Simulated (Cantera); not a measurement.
Input: 1 mol CCl₄, 1.7 mol HCl, 0.042 mol Si, at 2702 °C and 1.00 bar.

Method: chemical equilibrium by Gibbs-energy minimisation in Cantera with the NASA 1993 tables (ideal gas, pure condensed phases). Candidate condensed phases: C, C₆H₆, C₇H₈, C₈H₁₈, Si, SiC; 109 gas species. The tables' values for SiCl₃, SiCl, CCl are old estimates; treat these amounts as uncertain. The numbers say what is thermodynamically allowed, not how fast it happens.

Problem. What is the equilibrium state?

Solution. 
| Quantity | Value |
|---|---|
| x(Cl) | 0.688 |
| x(HCl) | 0.290 |
| x(SiCl₂) | 0.00619 |
| x(H) | 0.00613 |
| x(Cl₂) | 0.00564 |
| x(H₂) | 0.00176 |
| x(SiCl₃) | 0.00103 |
| x(C₂HCl) | 0.000366 |
| x(C₃) | 0.000238 |
| n(C(graphite)) | 0.986 mol |
| gas amount | 5.666 mol |
| log10 activity of Si(l) (absent) | -3.91 |
